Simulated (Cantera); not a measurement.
Feed: 1 mol CH3OH, 0.036 mol H2O, 25 mol H2, 0.046 mol O2.

These are equilibrium values from Cantera (NASA tables, ideal gas, pure condensed phases), not measurements of a reactor. Candidate condensed phases: C, C6H6, C7H8, C8H18, H2O; 110 gas species. The ideal-gas law is rough above about 30 bar. The numbers say what is thermodynamically allowed, not how fast it happens.

Stable condensed phases, one row left out:

```
T in K \ P in Pa
               10       46      220     1000     4600    22000   100000   460000  2200000 10000000
    850         A        A        A        A        A        A        A        A        A        A
    825         A        A        A        A        A        A        A        A        A        A
    800         A        A        A        A        A        A        A        A        A        A
    775         A        A        A        A        A        A        A        A        A        A
    750         A        A        A        A        A        A        A        A        A        A
    725         A        A        A        A        A        A        A        A        A        A
    675         A        B        A        A        A        A        A        A        A        A
    650         B        B        A        A        A        A        A        A        A        A
    625         B        B        A        A        A        A        A        A        A        A
```

A: gas only; B: C.

**Question.** Give the row for 700 K.

**Answer.** 10: gas only; 46: gas only; 220: gas only; 1000: gas only; 4600: gas only; 22000: gas only; 100000: gas only; 460000: gas only; 2200000: gas only; 10000000: gas only.
